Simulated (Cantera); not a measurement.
Cantera run, input and output.

```python
import numpy as np
import cantera as ct

gas = ct.Solution("gri30.yaml")
gas.TPX = 400, 1000000, {'CH4': 1, 'CO': 0.079, 'O2': 2.34, 'N2': 8.81, 'CO2': 0.038}
flame = ct.FreeFlame(gas, width=0.008)
flame.set_refine_criteria(ratio=3, slope=0.08, curve=0.16)
flame.transport_model = "mixture-averaged"
flame.solve(loglevel=0, auto=True)
z, T = flame.grid, flame.T
thick = (T[-1] - T[0]) / np.gradient(T, z).max()
show = ['CH4', 'CO', 'O2', 'CO2', 'C2H4', 'NO']
print(f"laminar burning velocity  {flame.velocity[0] * 100:.3f} cm/s")
print(f"burnt temperature         {T[-1]:.1f} K")
print(f"thermal thickness         {thick * 1e3:.4f} mm")
print(f"grid points               {len(z)}")
z0 = z[flame.heat_release_rate.argmax()]
print(f"{'z/mm':>9s}{'T/K':>9s}{'u/(m/s)':>9s}" + "".join(f"{s:>11s}" for s in show))
rows = []
for k in (-3, -2, -1.5, -1, -0.5, -0.25, 0, 0.25, 0.5, 1, 2, 4, 8):
    zz = z0 + k * thick
    rows.append([k * thick, np.interp(zz, z, T), np.interp(zz, z, flame.velocity),
                 *(np.interp(zz, z, flame.X[gas.species_index(s)]) for s in show)])
    print(f"{rows[-1][0] * 1e3:9.3f}{rows[-1][1]:9.1f}{rows[-1][2]:9.3f}" + "".join(f"{x:11.3e}" for x in rows[-1][3:]))
```

Result:

```
laminar burning velocity  19.325 cm/s
burnt temperature         2179.0 K
thermal thickness         0.0978 mm
grid points               136
     z/mm      T/K  u/(m/s)        CH4         CO         O2        CO2       C2H4         NO
   -0.294    401.1    0.194  8.141e-02  6.446e-03  1.906e-01  3.100e-03  8.560e-08  2.968e-10
   -0.196    407.2    0.197  8.096e-02  6.501e-03  1.901e-01  3.129e-03  8.328e-07  2.366e-09
   -0.147    431.5    0.209  7.945e-02  6.756e-03  1.883e-01  3.321e-03  5.279e-06  1.351e-08
   -0.098    562.6    0.274  7.209e-02  8.371e-03  1.784e-01  5.094e-03  4.391e-05  1.459e-07
   -0.049   1045.1    0.512  4.569e-02  1.576e-02  1.360e-01  1.700e-02  2.849e-04  2.485e-06
   -0.024   1455.2    0.715  2.277e-02  2.290e-02  9.547e-02  3.199e-02  5.123e-04  7.085e-06
    0.000   1851.7    0.908  3.166e-03  2.610e-02  5.285e-02  5.392e-02  1.867e-04  1.318e-05
    0.024   2016.3    0.982  4.724e-05  1.571e-02  3.488e-02  7.216e-02  1.226e-06  1.937e-05
    0.049   2082.9    1.010  4.337e-07  8.819e-03  3.008e-02  8.045e-02  3.016e-09  2.325e-05
    0.098   2138.6    1.034  2.280e-10  4.063e-03  2.704e-02  8.604e-02  2.456e-13  2.770e-05
    0.196   2168.8    1.047  2.371e-13  1.757e-03  2.561e-02  8.870e-02  1.713e-18  3.265e-05
    0.391   2178.1    1.051  3.868e-14  1.036e-03  2.520e-02  8.952e-02  7.884e-23  3.949e-05
    0.783   2179.2    1.051  4.114e-15  9.410e-04  2.514e-02  8.963e-02  2.176e-24  5.200e-05
```

Computed with Cantera and GRI-Mech 3.0 (53 species, 325 reactions). Burning velocities carry a grid error of a few per cent, more on coarse grids.
